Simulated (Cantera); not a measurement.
Charge: 1 mol Si, 0.066 mol HCl, 0.93 mol O₂, equilibrated at 552 °C and 960000 Pa.

Method: chemical equilibrium by Gibbs-energy minimisation in Cantera with the NASA 1993 tables (ideal gas, pure condensed phases). Candidate condensed phases: H₂O, Si, SiO₂; 30 gas species. The tables' values for SiCl₃ are old estimates; treat these amounts as uncertain. Kinetics and transport are ignored.

Base state: H₂ 0.607, SiCl₄ 0.225, SiHCl₃ 0.157, SiH₂Cl₂ 0.00924, HCl 0.00108, SiH₃Cl 0.000127, SiCl₃ 7.35e-5 (mole fractions); condensed: Si(s) + SiO₂(α-quartz).

**Question.** What changes in the equilibrium state with this change: pressure from 960000 Pa to 1330 Pa?

**Answer.** 
| species | before | after |
|---|---|---|
| H₂ | 0.607 | 0.649 |
| SiCl₄ | 0.225 | 0.304 |
| SiHCl₃ | 0.157 | 0.0393 |
| SiH₃Cl | 0.000127 | 1.09e-6 |
| SiCl₂ | 2.11e-6 | 6.60e-5 |
| SiH₂Cl₂ | 0.00924 | 0.000428 |
| SiCl₃ | 7.35e-5 | 0.000477 |
| HCl | 0.00108 | 0.00622 |
| Si(s), mol | 0.0514 | 0.0531 |
| SiO₂(α-quartz), mol | 0.930 | 0.930 |
